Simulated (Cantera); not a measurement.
**Equilibrium for hydrogen reduction and annealing atmospheres: TiO2 + H2**

Charge: 1 mol TiO2, 4 mol H2, at 1.00 bar.

Method: chemical equilibrium by Gibbs-energy minimisation in Cantera with the NASA 1993 tables (ideal gas, pure condensed phases). Candidate condensed phases: H2O, Ti, TiO, TiO2, Ti2O3, Ti3O5, Ti4O7; 12 gas species. Mutual solubility and eutectic melting of coexisting phases are not modelled. Condensed phases not in the tables: Magnéli phases beyond Ti4O7. Gases not in the tables: TiO(OH)2. Equilibrium is a limit: real reactors are often held back by kinetics, nucleation or transport.

From 1248 K to 1698 K the condensed part is TiO2(rutile) + Ti4O7(s). From 1773 K to 1848 K the condensed part is Ti4O7(s). At 1923 K the condensed part is Ti3O5(s) + Ti4O7(s). From 1998 K to 2223 K the condensed part is Ti4O7(l).

```
T (K)   x H2    x H2O       x H      x OH    x TiO2     x TiO       x O  n TiO2(rutile)  n Ti4O7(s)  n Ti3O5(s)  n Ti4O7(l)
-----  -----  -------  --------  --------  --------  --------  --------  --------------  ----------  ----------  ----------
1248   0.998  0.00178   4.67e-7  8.49e-12    <1e-12    <1e-12    <1e-12           0.972     0.00712           0           0
1323   0.996  0.00371   1.58e-6  8.52e-11    <1e-12    <1e-12    <1e-12           0.941      0.0148           0           0
1398   0.993  0.00715   4.71e-6  6.70e-10    <1e-12    <1e-12    <1e-12           0.886      0.0286           0           0
1473   0.987   0.0129   1.26e-5   4.29e-9    <1e-12    <1e-12    <1e-12           0.793      0.0517           0           0
1548   0.978   0.0221   3.05e-5   2.30e-8  4.64e-12    <1e-12    <1e-12           0.647      0.0883           0           0
1623   0.964   0.0358   6.79e-5   1.06e-7  4.23e-11  3.38e-12  6.12e-12           0.427       0.143           0           0
1698   0.944   0.0554  0.000141   4.24e-7  3.16e-10  2.28e-11  5.05e-11           0.113       0.222           0           0
1773   0.937   0.0625  0.000275   1.14e-6   1.84e-9  1.62e-10  2.61e-10               0       0.250           0           0
1848   0.937   0.0625  0.000513   2.52e-6   8.97e-9   1.06e-9   1.05e-9               0       0.250           0           0
1923   0.919   0.0798  0.000903   6.75e-6   4.11e-8   4.92e-9   4.95e-9               0      0.0413       0.278           0
1998   0.936   0.0624   0.00155   1.03e-5   1.35e-7   2.72e-8   1.25e-8               0           0           0       0.250
2073   0.935   0.0624   0.00254   1.93e-5   4.12e-7   1.05e-7   3.77e-8               0           0           0       0.250
2148   0.934   0.0623   0.00403   3.46e-5   1.16e-6   3.67e-7   1.05e-7               0           0           0       0.250
2223   0.932   0.0622   0.00618   5.97e-5   3.01e-6   1.17e-6   2.75e-7               0           0           0       0.250
```
x: gas mole fraction; n: condensed amount in mol.
